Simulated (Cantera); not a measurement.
An adiabatic, constant-pressure homogeneous reactor starts with CH3OH : O2 : N2 : H2O = 1 : 2.05 : 22.6 : 1.6 (molar parts), equivalence ratio 0.73, at 1823 K and 10.0 bar. Integrator tolerance rtol = 1e-08.

Cantera simulation using GRI-Mech 3.0 (53 species, 325 reactions); the numbers are that mechanism's predictions, not measurements. GRI-Mech 3.0 was tuned for natural gas; its chemistry of methanol as a main component is partial and can be far from experiment.

**Question.** What does this change do: initial temperature 1823 to 1150 K?

**Answer.** 
| quantity | before | after |
|---|---|---|
| time of steepest temperature rise | 4.50 µs | 4.80 ms |
| temperature at 0.200 s | 2397 K | 1803 K |
| equilibrium temperature | 2397 K | 1800 K |
| x(CH3OH) at 0.200 s | <1e-12 (gas-phase equilibrium <1e-12) | <1e-12 (gas-phase equilibrium <1e-12) |
| x(O2) at 0.200 s | 0.0174 (gas-phase equilibrium 0.0174) | 0.0198 (gas-phase equilibrium 0.0191) |
| x(H2O) at 0.200 s | 0.126 (gas-phase equilibrium 0.126) | 0.130 (gas-phase equilibrium 0.130) |
| x(CO2) at 0.200 s | 0.0342 (gas-phase equilibrium 0.0342) | 0.0360 (gas-phase equilibrium 0.0360) |
| x(CO) at 0.200 s | 0.00172 (gas-phase equilibrium 0.00172) | 1.72e-5 (gas-phase equilibrium 1.70e-5) |
| x(H) at 0.200 s | 0.000164 (gas-phase equilibrium 0.000164) | 4.70e-7 (gas-phase equilibrium 4.56e-7) |
| x(HCN) at 0.200 s | 9.13e-12 (gas-phase equilibrium 9.13e-12) | <1e-12 (gas-phase equilibrium <1e-12) |

**Question.** What does this change do: O2 2.05 to 3.7 parts?

**Answer.** 
```csv
quantity,before,after
time of steepest temperature rise,4.50 µs,3.60 µs
temperature at 0.200 s,2397 K,2361 K
equilibrium temperature,2397 K,2361 K
x(CH3OH) at 0.200 s,<1e-12 (gas-phase equilibrium <1e-12),<1e-12 (gas-phase equilibrium <1e-12)
x(O2) at 0.200 s,0.0174 (gas-phase equilibrium 0.0174),0.0689 (gas-phase equilibrium 0.0689)
x(H2O) at 0.200 s,0.126 (gas-phase equilibrium 0.126),0.120 (gas-phase equilibrium 0.120)
x(CO2) at 0.200 s,0.0342 (gas-phase equilibrium 0.0342),0.0333 (gas-phase equilibrium 0.0333)
x(CO) at 0.200 s,0.00172 (gas-phase equilibrium 0.00172),0.000679 (gas-phase equilibrium 0.000679)
x(H) at 0.200 s,0.000164 (gas-phase equilibrium 0.000164),8.60e-5 (gas-phase equilibrium 8.60e-5)
x(HCN) at 0.200 s,9.13e-12 (gas-phase equilibrium 9.13e-12),<1e-12 (gas-phase equilibrium <1e-12)
```
